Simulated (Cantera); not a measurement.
An adiabatic, constant-pressure homogeneous reactor starts with H2 : O2 : N2 = 1 : 0.5 : 1.88 (molar parts), at 1273 K and 7500 Torr. Integrator tolerance rtol = 1e-08.

Cantera simulation using the H2/O2 subset of GRI-Mech 3.0, which has no nitrogen chemistry; the numbers are that mechanism's predictions, not measurements. The hydrogen kinetics of GRI-Mech 3.0 are dated; newer H2 mechanisms differ, most at raised pressure.

```csv
quantity,before,after
time of steepest temperature rise,7.35 µs,2.75 µs
temperature at 0.100 s,2963 K,3007 K
equilibrium temperature,2963 K,3007 K
x(H2) at 0.100 s,0.0337 (gas-phase equilibrium 0.0337),0.0367 (gas-phase equilibrium 0.0367)
x(O2) at 0.100 s,0.0115 (gas-phase equilibrium 0.0115),0.0125 (gas-phase equilibrium 0.0125)
x(H2O2) at 0.100 s,1.60e-6 (gas-phase equilibrium 1.60e-6),1.74e-6 (gas-phase equilibrium 1.74e-6)
x(H2O) at 0.100 s,0.288 (gas-phase equilibrium 0.288),0.281 (gas-phase equilibrium 0.281)
x(O) at 0.100 s,0.00340 (gas-phase equilibrium 0.00340),0.00412 (gas-phase equilibrium 0.00412)
x(H) at 0.100 s,0.00822 (gas-phase equilibrium 0.00822),0.00985 (gas-phase equilibrium 0.00985)
x(HO2) at 0.100 s,1.35e-5 (gas-phase equilibrium 1.35e-5),1.54e-5 (gas-phase equilibrium 1.54e-5)
```

### Question
What was changed between the two runs?
A) N2 1.88 to 5.1 parts
B) initial temperature 1273 to 1375 K
C) pressure from 7500 Torr to 975 Torr
D) initial temperature 1273 to 1350 K

### Answer
B, initial temperature 1273 to 1375 K
